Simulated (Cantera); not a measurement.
Feed: 1 mol n-butane, a varied amount of H2, equilibrated at 2525 °C and 1 atm.

Method: chemical equilibrium by Gibbs-energy minimisation in Cantera with the NASA 1993 tables (ideal gas, pure condensed phases). Candidate condensed phases: C, C6H6, C7H8, C8H18; 76 gas species. Equilibrium is a limit: real reactors are often held back by kinetics, nucleation or transport.

### Question
Which condensed phases are stable at each of these points (n(H2) (mol)): 10, 18, 26, 35, 43, 51, 59, 67, 75, 83, 91?

### Answer
```
n(H2) (mol)  condensed phases  C condensed (%)
-----------  ----------------  ---------------
10                C(graphite)             75.8
18                C(graphite)             62.9
26                C(graphite)             50.0
35                C(graphite)             35.5
43                C(graphite)             22.6
51                C(graphite)              9.7
59                   gas only              0.0
67                   gas only              0.0
75                   gas only              0.0
83                   gas only              0.0
91                   gas only              0.0
```

From 10 mol H2 to 51 mol H2 the condensed part is C(graphite). From 59 mol H2 to 91 mol H2 nothing is condensed.
